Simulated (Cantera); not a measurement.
Input: 1 mol Si(CH3)4, 0.013 mol CH4, 14 mol H2, at 1877 °C and 135 Torr.

Equilibrium computed with Cantera from the NASA thermochemical tables; the gas is ideal and each condensed phase is pure. Candidate condensed phases: C, C6H6, C7H8, C8H18, Si, SiC; 87 gas species. Gases not in the tables: Si2H6 and higher silanes. The numbers say what is thermodynamically allowed, not how fast it happens.

Base state: H2 0.988, H 0.00988, C2H2 (acetylene) 0.00191, Si 0.000114, CH4 5.16e-5, SiH 2.36e-5, SiH2 2.13e-5 (mole fractions); condensed: C(graphite) + SiC(s).

Q: What changes in the equilibrium state with this change: pressure from 135 Torr to 2.48 Torr?

A: 
```tsv
species	before	after
H2	0.988	0.921
H	0.00988	0.0704
Si	0.000114	0.00625
CH4	5.16e-5	8.21e-7
SiC2	9.06e-6	0.000494
Si2C	5.64e-6	0.000307
C(graphite), mol	2.94	3.07
SiC(s), mol	0.996	0.842
```
